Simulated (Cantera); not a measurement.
# Catalytic stagnation flow on Pt

A jet of 5.89 % CH4, 12.4 % O2, 81.7 % N2 at 300 K and 0.320 bar hits a platinum plate 2.6 cm away at a mass flux of 0.086 kg/m²/s; the plate temperature is set and raised in steps from an oxygen-covered start.

Detailed kinetics in Cantera: Deutschmann's 1995 Pt surface mechanism with GRI-Mech 3.0 gas chemistry. Catalytic surfaces can have several steady states; this one follows from the mechanism file's or the stated starting coverage.

| plate T (K) | wall x CH4 | wall x O2 | wall x H2O | wall x OH | wall x CO | wall x CO2 | θ free Pt | θ O* | θ OH* |
|---|---|---|---|---|---|---|---|---|---|
| 850 | 0.0480 | 0.101 | 0.0207 | <1e-8 | 1.12e-5 | 0.0134 | 0.101 | 0.897 | 0.00204 |
| 900 | 0.0349 | 0.0726 | 0.0452 | 2.65e-8 | 1.21e-5 | 0.0296 | 0.166 | 0.831 | 0.00297 |
| 950 | 0.0212 | 0.0436 | 0.0706 | 7.84e-8 | 1.08e-5 | 0.0464 | 0.254 | 0.743 | 0.00354 |
| 1000 | 0.0124 | 0.0250 | 0.0867 | 2.04e-7 | 9.23e-6 | 0.0573 | 0.356 | 0.640 | 0.00359 |
| 1050 | 0.00777 | 0.0154 | 0.0949 | 4.56e-7 | 8.41e-6 | 0.0629 | 0.459 | 0.537 | 0.00330 |
x: mole fraction at the wall; θ: surface coverage.
